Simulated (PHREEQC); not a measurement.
Consider water at 25 °C with 4 mmol/kgw NaHCO3, 0.031 mmol/kgw Na2SO4 and 76 mmol/kgw LiCl. Closed to the air; pH follows from the charge balance.

Model: ion-association model, phreeqc.dat, run in PHREEQC.

Each row changes one thing in this solution. This is a speciation only: nothing precipitates in the calculation.

```
case                                             pH  SI of Halite (NaCl)
---------------------------------------------  ----  -------------------
as made                                        8.13                -5.29
Na2SO4 from 3.1e-05 to 4.65e-05 mol/kgw        8.13                -5.28
NaHCO3 replaced by NaHF2 at the same molality  3.22                -5.29
NaHCO3 from 0.004 to 0.002 mol/kgw             8.13                -5.58
temperature from 25 to 65 °C                   7.92                -5.33
NaHCO3 left out                                6.98                -7.10
Na2SO4 replaced by NaF at the same molality    8.13                -5.29
diluted 100-fold with water                    7.92                -9.11
```

Complexes and solids missing from the database can't appear. At this temperature some constants are extrapolated from 25 °C, and those without enthalpy data are left unchanged.
